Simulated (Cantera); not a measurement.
Mixture: CH₄ : CO : O₂ : N₂ : H₂O = 1 : 0.97 : 1.78 : 6.67 : 0.35 (molar parts), equivalence ratio 1.4, at 0.987 atm, adiabatic and at constant pressure. Ignition delay is the time to a rise of 400 K.

Model: GRI-Mech 3.0 (53 species, 325 reactions), integrated in Cantera.

Q: What does this change do: pressure from 0.987 atm to 0.553 atm?

A: 
```json
[
 {"quantity": "delay at 1148 K", "before": "0.208 s", "after": "0.324 s"},
 {"quantity": "delay at 1223 K", "before": "61.8 ms", "after": "93.7 ms"},
 {"quantity": "delay at 1298 K", "before": "20.2 ms", "after": "29.8 ms"},
 {"quantity": "delay at 1373 K", "before": "7.15 ms", "after": "10.5 ms"},
 {"quantity": "delay at 1448 K", "before": "2.78 ms", "after": "4.09 ms"},
 {"quantity": "delay at 1523 K", "before": "1.19 ms", "after": "1.80 ms"},
 {"quantity": "delay at 1598 K", "before": "0.568 ms", "after": "0.883 ms"},
 {"quantity": "apparent activation energy between 1448 and 1598 K", "before": "200 kJ/mol", "after": "200 kJ/mol"}
]
```

Q: What does this change do: O2 1.78 to 1.4 parts?

A: 
```
quantity                                                before       after
--------------------------------------------------  ----------  ----------
delay at 1148 K                                        0.208 s     0.323 s
delay at 1223 K                                        61.8 ms     94.7 ms
delay at 1298 K                                        20.2 ms     30.3 ms
delay at 1373 K                                        7.15 ms     10.5 ms
delay at 1448 K                                        2.78 ms     3.98 ms
delay at 1523 K                                        1.19 ms     1.65 ms
delay at 1598 K                                       0.568 ms    0.756 ms
apparent activation energy between 1448 and 1598 K  200 kJ/mol  210 kJ/mol
```

Q: What does this change do: CO 0.97 to 0.31 parts?

A: 
```csv
quantity,before,after
delay at 1148 K,0.208 s,0.152 s
delay at 1223 K,61.8 ms,48.3 ms
delay at 1298 K,20.2 ms,16.7 ms
delay at 1373 K,7.15 ms,6.24 ms
delay at 1448 K,2.78 ms,2.53 ms
delay at 1523 K,1.19 ms,1.11 ms
delay at 1598 K,0.568 ms,0.539 ms
apparent activation energy between 1448 and 1598 K,200 kJ/mol,200 kJ/mol
```
